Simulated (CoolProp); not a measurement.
R236FA at 293.15 K and 1.14 MPa flows at 3.2 m/s in a round tube of 6 mm bore and 1.5 µm roughness, fully developed (64/Re and Nu = 3.66 if laminar; Colebrook and Gnielinski if turbulent). Each further row changes one setting.

The numbers come from the reference Helmholtz-energy equation of state, Pan 2012 in CoolProp.

```csv
case,Reynolds number,Darcy friction factor,pressure drop (Pa/m),heat-transfer coefficient (W/(m² K)),mass flow (kg/h)
as stated,85600,0.0197,23300,5920,450
velocity 6.4 m/s,171000,0.0178,83800,11000,900
diameter 12 mm,171000,0.0170,10000,5340,1800
```

Viscosity comes from a separate model (Huber 2003), an estimate that may be off by 10 % or more. Thermal conductivity comes from a separate model (Huber 2003), an estimate that may be off by 10 % or more.
